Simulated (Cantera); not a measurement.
A perfectly stirred reactor is fed with 24.2 % H₂, 15.9 % O₂, 59.8 % N₂, 0.102 % NO, at 0.405 atm; it is adiabatic with a 400 K inlet, and is followed from long to short residence time, starting on the burning branch (τ in s: 0.028, 0.013, 0.0064, 0.003, 0.0014, 0.00067, 0.00032, 0.00015, 7.1e-05, 3.4e-05, 1.6e-05, 7.6e-06).

Cantera simulation using GRI-Mech 3.0 (53 species, 325 reactions); the numbers are that mechanism's predictions, not measurements. The mechanism lacks 2 NO + O2 → 2 NO2 and HONO, so NO2 and the effect of NO are under-described below about 1400 K.

x: mole fraction; the columns are a selection and need not sum to one.

```json
[
 {"τ (s)": "0.028", "T (K)": "2130", "x H₂": "0.00495", "x O₂": "0.0426", "x NO": "0.00146", "x H₂O": "0.263", "x H₂O₂": "1.19e-7"},
 {"τ (s)": "0.013", "T (K)": "2093", "x H₂": "0.00729", "x O₂": "0.0432", "x NO": "0.00132", "x H₂O": "0.259", "x H₂O₂": "1.39e-7"},
 {"τ (s)": "0.0064", "T (K)": "2041", "x H₂": "0.0103", "x O₂": "0.0441", "x NO": "0.00124", "x H₂O": "0.253", "x H₂O₂": "1.75e-7"},
 {"τ (s)": "0.0030", "T (K)": "1963", "x H₂": "0.0144", "x O₂": "0.0455", "x NO": "0.00119", "x H₂O": "0.244", "x H₂O₂": "2.42e-7"},
 {"τ (s)": "0.0014", "T (K)": "1862", "x H₂": "0.0189", "x O₂": "0.0477", "x NO": "0.00116", "x H₂O": "0.235", "x H₂O₂": "3.74e-7"},
 {"τ (s)": "0.00067", "T (K)": "1744", "x H₂": "?", "x O₂": "0.0504", "x NO": "0.00114", "x H₂O": "0.224", "x H₂O₂": "?"},
 {"τ (s)": "0.00032", "T (K)": "1609", "x H₂": "0.0272", "x O₂": "0.0540", "x NO": "0.00112", "x H₂O": "0.213", "x H₂O₂": "1.18e-6"},
 {"τ (s)": "0.00015", "T (K)": "?", "x H₂": "?", "x O₂": "?", "x NO": "0.00110", "x H₂O": "0.199", "x H₂O₂": "?"},
 {"τ (s)": "7.1e-5", "T (K)": "1285", "x H₂": "0.0521", "x O₂": "0.0720", "x NO": "0.00108", "x H₂O": "0.176", "x H₂O₂": "3.29e-6"},
 {"τ (s)": "3.4e-5", "T (K)": "400", "x H₂": "0.242", "x O₂": "0.159", "x NO": "0.00102", "x H₂O": "<1e-12", "x H₂O₂": "<1e-12"},
 {"τ (s)": "1.6e-5", "T (K)": "400", "x H₂": "0.242", "x O₂": "0.159", "x NO": "0.00102", "x H₂O": "<1e-12", "x H₂O₂": "<1e-12"},
 {"τ (s)": "7.6e-6", "T (K)": "400", "x H₂": "0.242", "x O₂": "0.159", "x NO": "0.00102", "x H₂O": "<1e-12", "x H₂O₂": "<1e-12"}
]
```

Task: Fill in the missing entries.

Result: 
- 0.00067, x H₂: 0.0231
- 0.00067, x H₂O₂: 6.36e-7
- 0.00015, T (K): 1459
- 0.00015, x H₂: 0.0332
- 0.00015, x O₂: 0.0595
- 0.00015, x H₂O₂: 2.20e-6
